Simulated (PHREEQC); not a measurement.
A solution holds 0.0038 mol/kgw NaOH and 0.0051 mol/kgw K2SiO3, at 25 °C. Closed to the air; pH follows from the charge balance.

Computed with PHREEQC (ion-association model, wateq4f.dat).

```
quantity                  before    after
------------------------  ------  -------
pH                         11.88    11.64
ionic strength (mol/kgw)  0.0143  0.00588
```

Q: What was changed between the two runs?
A) K2SiO3 replaced by K2SO4 at the same molality
B) diluted 100-fold with water
C) NaOH left out
D) temperature from 25 to 55 °C
E) K2SiO3 from 0.0051 to 0.00102 mol/kgw

A: E, K2SiO3 from 0.0051 to 0.00102 mol/kgw

This is a speciation only: nothing precipitates in the calculation.
